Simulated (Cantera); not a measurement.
Charge: 1 mol CH3Cl, 0.016 mol HCl, 0.18 mol H2, held at 1023.15 K and 0.133 bar.

Method: chemical equilibrium by Gibbs-energy minimisation in Cantera with the NASA 1993 tables (ideal gas, pure condensed phases). Candidate condensed phases: C, C6H6, C7H8, C8H18; 91 gas species. Kinetics and transport are ignored.

Q: What is the equilibrium state?

A: 
```
Item               Result
--------------  ---------
x(H2)               0.533
x(HCl)              0.464
x(CH4)            0.00284
n(C(graphite))  0.994 mol
gas amount      2.190 mol
```
